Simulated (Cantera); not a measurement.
A closed system holds: 1 mol toluene, 0.69 mol H2O, 3.4 mol H2, 0.0038 mol NH3, at 0.100 bar.

Method: chemical equilibrium by Gibbs-energy minimisation in Cantera with the NASA 1993 tables (ideal gas, pure condensed phases). Candidate condensed phases: C, C6H6, C7H8, C8H18, H2O; 136 gas species. Equilibrium is a limit: real reactors are often held back by kinetics, nucleation or transport.

log p: log10 of the partial pressure in bar; n: condensed amount in mol.

| T (K) | log p H2 | log p CO | log p CH4 | log p H2O | log p CO2 | log p N2 | log p HCN | n C(graphite) |
|---|---|---|---|---|---|---|---|---|
| 873 | -1.05 | -2.26 | -2.45 | -2.68 | -3.46 | -4.64 | -9.15 | 6.22 |
| 923 | -1.05 | -2.16 | -2.72 | -3.02 | -3.83 | -4.65 | -8.72 | 6.24 |
| 973 | -1.04 | -2.13 | -2.97 | -3.38 | -4.26 | -4.66 | -8.33 | 6.26 |
| 1023 | -1.04 | -2.11 | -3.20 | -3.72 | -4.68 | -4.66 | -7.98 | 6.27 |
| 1073 | -1.04 | -2.11 | -3.41 | -4.03 | -5.07 | -4.66 | -7.66 | 6.29 |
| 1123 | -1.04 | -2.11 | -3.61 | -4.32 | -5.43 | -4.66 | -7.37 | 6.29 |
| 1173 | -1.04 | -2.11 | (withheld) | (withheld) | (withheld) | -4.67 | (withheld) | 6.30 |
| 1223 | -1.04 | -2.11 | (withheld) | (withheld) | (withheld) | -4.67 | (withheld) | 6.30 |
| 1273 | -1.04 | -2.11 | -4.10 | -5.07 | -6.35 | -4.67 | -6.65 | 6.30 |

Question: What belongs in the gaps?

Answer: 
- 1173, log p CH4: -3.78
- 1173, log p H2O: -4.59
- 1173, log p CO2: -5.77
- 1173, log p HCN: -7.11
- 1223, log p CH4: -3.95
- 1223, log p H2O: -4.84
- 1223, log p CO2: -6.07
- 1223, log p HCN: -6.87
